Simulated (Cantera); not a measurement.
A perfectly stirred reactor is fed with H2 : O2 : N2 = 0.049 : 1 : 0.26 (molar parts), equivalence ratio 0.025, at 1330 Pa; it is held at 1200 K, and followed from long to short residence time.

Computed with Cantera and the H2/O2 subset of GRI-Mech 3.0, which has no nitrogen chemistry. Radical loss at walls, strong at low pressure, is not modelled. The temperature is held fixed by assumption; the heat of reaction is taken as removed at once.

```csv
quantity,before,after
x(H2) at τ = 0.610 s,0.000202,4.18e-5
x(O2) at τ = 0.610 s,0.755,0.787
x(O) at τ = 0.610 s,0.00405,0.00194
x(H) at τ = 0.610 s,0.000382,4.75e-5
x(H2O) at τ = 0.610 s,0.0371,0.00492
x(H2) at τ = 54.0 ms,0.000794,0.000228
x(O2) at τ = 54.0 ms,0.746,0.786
x(O) at τ = 54.0 ms,0.0135,0.00353
x(H) at τ = 54.0 ms,0.00252,0.000159
x(H2O) at τ = 54.0 ms,0.0346,0.00456
```

### Question
What was changed between the two runs?
A. H2 0.049 to 0.3 parts
B. pressure from 1330 Pa to 2670 Pa
C. H2 0.049 to 0.0065 parts
D. temperature 1200 to 948 K

### Answer
C, H2 0.049 to 0.0065 parts
